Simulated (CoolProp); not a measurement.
Isobutene along the isotherm 186.65 °C: fugacity coefficient from the reference equation and from simpler models built on Tc = 144.9 °C, pc = 4.016 MPa, ω = 0.193; each cubic takes its own stable root.

Computed with CoolProp (reference Helmholtz-energy equation of state, Lemmon 2005). It is a short technical equation, of lower accuracy than the large ones.

```csv
p (MPa),phase,reference
2.01,gas,0.8760
4.02,supercritical,0.7577
6.02,supercritical,0.6452
8.03,supercritical,0.5474
10,supercritical,0.4805
12,supercritical,0.4341
14.1,supercritical,0.4000
16.1,supercritical,0.3765
18.1,supercritical,0.3591
20.1,supercritical,0.3460
```

### Question
How far does each simpler model (van der Waals, Peng-Robinson) lie from the reference over these 10 states: mean and median of the absolute difference, and the worst?

### Answer
- van der Waals: mean 4.9 %, median 3.3 %, worst +13.3 % at 186.65 °C and 20.1 MPa
- Peng-Robinson: mean 1.3 %, median 1.1 %, worst -2.4 % at 186.65 °C and 6.02 MPa
